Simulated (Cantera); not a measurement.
A closed system holds: 1 mol Si₃N₄, 0.0054 mol H₂O, 720 mol N₂, equilibrated at 0.000100 bar.

These are equilibrium values from Cantera (NASA tables, ideal gas, pure condensed phases), not measurements of a reactor. Candidate condensed phases: H₂O, Si, SiO₂, Si₂N₂O, Si₃N₄; 35 gas species. Mutual solubility and eutectic melting of coexisting phases are not modelled. Kinetics and transport are ignored.

### Question
Which condensed phases are stable at each of these points (T (K)): 998, 1073, 1148, 1223, 1298, 1373, 1448, 1523, 1598, 1673?

### Answer
```json
[
 {"T (K)": "998", "condensed phases": "Si₂N₂O(s) + Si₃N₄(s)", "Si condensed (%)": "100.0"},
 {"T (K)": "1073", "condensed phases": "Si₂N₂O(s) + Si₃N₄(s)", "Si condensed (%)": "100.0"},
 {"T (K)": "1148", "condensed phases": "Si₂N₂O(s) + Si₃N₄(s)", "Si condensed (%)": "100.0"},
 {"T (K)": "1223", "condensed phases": "Si₂N₂O(s) + Si₃N₄(s)", "Si condensed (%)": "100.0"},
 {"T (K)": "1298", "condensed phases": "Si₂N₂O(s) + Si₃N₄(s)", "Si condensed (%)": "99.9"},
 {"T (K)": "1373", "condensed phases": "Si₃N₄(s)", "Si condensed (%)": "99.8"},
 {"T (K)": "1448", "condensed phases": "Si₃N₄(s)", "Si condensed (%)": "99.6"},
 {"T (K)": "1523", "condensed phases": "Si₃N₄(s)", "Si condensed (%)": "96.1"},
 {"T (K)": "1598", "condensed phases": "Si(s)", "Si condensed (%)": "76.3"},
 {"T (K)": "1673", "condensed phases": "gas only", "Si condensed (%)": "0.0"}
]
```

From 998 K to 1298 K the condensed part is Si₂N₂O(s) + Si₃N₄(s). From 1373 K to 1523 K the condensed part is Si₃N₄(s). At 1598 K the condensed part is Si(s). At 1673 K nothing is condensed.
